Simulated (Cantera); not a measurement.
# NO annealing gas

An isothermal, constant-pressure homogeneous reactor starts with 74.6 % NO, 25.4 % N2, at 2098 K and 518 Torr.

Detailed kinetics in Cantera: GRI-Mech 3.0 (53 species, 325 reactions).

```tsv
t (s)	x NO	x N2	x O2	x N2O	x O	x NO2
1.00e-6	0.746	0.254	5.35e-10	8.78e-7	8.70e-7	1.11e-8
4.12e-6	0.746	0.254	8.92e-9	3.61e-6	3.47e-6	1.81e-7
1.70e-5	0.746	0.254	1.42e-7	1.46e-5	1.28e-5	2.59e-6
7.02e-5	0.746	0.254	2.34e-6	5.54e-5	4.18e-5	2.54e-5
0.000289	0.746	0.254	5.94e-5	0.000166	0.000140	0.000135
0.00119	0.744	0.255	0.000919	0.000262	0.000225	0.000231
0.00492	0.735	0.259	0.00509	0.000259	0.000251	0.000259
0.0203	0.700	0.276	0.0223	0.000230	0.000331	0.000340
0.0838	0.567	0.343	0.0887	0.000144	0.000535	0.000467
0.346	0.241	0.506	0.252	2.44e-5	0.000845	0.000324
1.43	0.0303	0.611	0.357	7.82e-7	0.000993	4.83e-5
5.88	0.0117	0.621	0.367	4.81e-7	0.00101	1.90e-5
24.2	0.0117	0.621	0.367	4.80e-7	0.00101	1.88e-5
100	0.0117	0.621	0.367	4.80e-7	0.00101	1.88e-5
```
x: mole fraction; the columns are a selection and need not sum to one.

Equilibrium at this temperature and pressure: NO 0.0117, N2 0.621, O2 0.367, N2O 4.80e-7, O 0.00101, NO2 1.88e-5 (gas phase only).
